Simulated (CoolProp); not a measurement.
Aqueous propylene glycol as a coolant, at -4 °C, 1 atm.

The numbers come from the Melinder's fits for secondary coolants in CoolProp.

```
mass %  freezing point (°C)  cp (kJ/(kg K))  Prandtl number  viscosity (mPa s)  conductivity (W/(m K))
------  -------------------  --------------  --------------  -----------------  ----------------------
17.5                   -6.0           3.960            37.8               4.56                   0.477
21.5                   -7.9           3.909            47.3               5.58                   0.460
25.5                  -10.1           3.856            59.8               6.88                   0.444
29.5                  -12.5           3.799            76.0               8.54                   0.427
33.5                  -15.2           3.738            96.7               10.6                   0.411
37.6                  -18.4           3.670             123               13.3                   0.395
41.6                  -22.1           3.600             156               16.4                   0.379
45.6                  -26.5           3.524             195               20.1                   0.364
49.6                  -31.6           3.446             241               24.4                   0.349
```
